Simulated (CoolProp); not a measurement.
Properties of benzene along the isotherm 323.65 °C (Tc = 288.9 °C, pc = 4906 kPa, ω = 0.211).

The numbers come from the reference Helmholtz-energy equation of state, Thol 2012 in CoolProp.

```
p (kPa)          phase       Z  cp (kJ/(kg K))  conductivity (mW/(m K))  fugacity coefficient
-------  -------------  ------  --------------  -----------------------  --------------------
2230               gas     [?]           2.183                     43.1                0.8762
4460               gas  0.6840           2.591                     48.8                   [?]
6690     supercritical  0.4141           5.020                     65.7                0.6348
8920     supercritical  0.3296           3.480                     69.1                0.5259
11200    supercritical  0.3673           2.995                     72.7                   [?]
13400    supercritical  0.4135           2.820                     75.9                0.4061
15600    supercritical  0.4618           2.725                     78.8                0.3728
17800    supercritical  0.5106           2.663                     81.4                0.3484
20100    supercritical  0.5616           2.618                     83.9                0.3293
22300    supercritical     [?]           2.585                     86.1                0.3154
24500    supercritical  0.6581           2.560                     88.1                0.3047
```

### Question
Fill in the missing entries.

### Answer

- 2230, Z: 0.8618
- 4460, fugacity coefficient: 0.7564
- 11200, fugacity coefficient: 0.4531
- 22300, Z: 0.6100

The peak of cp marks the crossing from liquid-like to gas-like fluid above the critical point.

Thermal conductivity comes from a separate model (Assael 2012).
